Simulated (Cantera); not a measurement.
What does this Cantera script print?

```python
import numpy as np
import cantera as ct

gas = ct.Solution("gri30.yaml")
gas.TPX = 1225, 100000, {'CH4': 1, 'O2': 4.88, 'N2': 18.3, 'C2H6': 0.039}
reactor = ct.IdealGasConstPressureReactor(gas, energy="on", clone=False)
net = ct.ReactorNet([reactor])
net.rtol, net.atol = 1e-08, 1e-16
show = ['CH4', 'O2', 'C2H4', 'CH3', 'H', 'C2H', 'O']
times = np.geomspace(2e-06, 5, 15)

steps = ct.SolutionArray(gas, extra=["t"])
rows = []
print(f"{'t/s':>10s}{'T/K':>9s}{'P/Pa':>11s}" + "".join(f"{s:>11s}" for s in show))
for t in times:
    while net.time < t:
        t_next = net.step()
        steps.append(gas.state, t=t_next)
    rows.append([np.interp(t, steps.t, y) for y in (steps.T, steps.P, *steps(*show).X.T)])
    print(f"{t:10.3e}{rows[-1][0]:9.1f}{rows[-1][1]:11.4g}" + "".join(f"{x:11.3e}" for x in rows[-1][2:]))
rate = np.gradient(steps.T, steps.t)
print("integrator steps:", len(steps.t))
if steps.T.max() > steps.T[0] + 200:
    print(f"time of steepest temperature rise: {steps.t[rate.argmax()]:.4e} s")
gas.TPX = 1225, 100000, {'CH4': 1, 'O2': 4.88, 'N2': 18.3, 'C2H6': 0.039}
gas.equilibrate("HP")
print(f"equilibrium (HP): T = {gas.T:.1f} K  " + "  ".join(f"{s} {gas[s].X[0]:.3e}" for s in show))
```

It prints:

```
       t/s      T/K       P/Pa        CH4         O2       C2H4        CH3          H        C2H          O
 2.000e-06   1225.0      1e+05  4.129e-02  2.015e-01  5.612e-12  1.397e-08  1.746e-11  8.432e-32  8.056e-12
 5.728e-06   1225.0      1e+05  4.129e-02  2.015e-01  5.526e-11  4.004e-08  2.962e-11  8.972e-30  2.755e-11
 1.641e-05   1225.0      1e+05  4.129e-02  2.015e-01  5.271e-10  1.149e-07  5.880e-11  7.638e-28  7.687e-11
 4.699e-05   1225.0      1e+05  4.129e-02  2.015e-01  4.632e-09  3.305e-07  1.453e-10  5.979e-26  2.192e-10
 1.346e-04   1225.0      1e+05  4.129e-02  2.015e-01  3.973e-08  9.579e-07  4.252e-10  4.873e-24  6.509e-10
 3.855e-04   1225.0      1e+05  4.129e-02  2.015e-01  3.547e-07  2.845e-06  1.635e-09  5.304e-22  2.178e-09
 1.104e-03   1225.0      1e+05  4.128e-02  2.015e-01  3.918e-06  9.524e-06  1.122e-08  1.489e-19  1.087e-08
 3.162e-03   1226.1      1e+05  4.107e-02  2.013e-01  5.233e-05  2.667e-05  6.594e-08  8.137e-17  5.068e-08
 9.057e-03   2128.3      1e+05  8.014e-19  1.120e-01 -4.908e-30  8.584e-18  1.456e-04 -1.239e-27  1.152e-03
 2.594e-02   2141.4      1e+05  6.426e-22  1.122e-01  1.381e-33  3.521e-21  5.726e-05  2.054e-29  6.217e-04
 7.430e-02   2140.2      1e+05  6.297e-22  1.119e-01  1.331e-33  3.438e-21  5.666e-05  1.967e-29  6.158e-04
 2.128e-01   2137.1      1e+05  5.975e-22  1.112e-01  1.210e-33  3.231e-21  5.515e-05  1.760e-29  6.012e-04
 6.095e-01   2131.3      1e+05  5.398e-22  1.098e-01  1.006e-33  2.867e-21  5.241e-05  1.420e-29  5.744e-04
 1.746e+00   2126.8      1e+05  4.983e-22  1.087e-01  8.692e-34  2.610e-21  5.038e-05  1.201e-29  5.544e-04
 5.000e+00   2126.3      1e+05  4.940e-22  1.086e-01  8.557e-34  2.583e-21  5.017e-05  1.180e-29  5.524e-04
integrator steps: 1978
time of steepest temperature rise: 8.2354e-03 s
equilibrium (HP): T = 2126.3 K  CH4 7.901e-22  O2 1.086e-01  C2H4 1.114e-33  CH3 4.132e-21  H 5.016e-05  C2H 1.320e-29  O 5.524e-04
```

Model: GRI-Mech 3.0 (53 species, 325 reactions), integrated in Cantera.
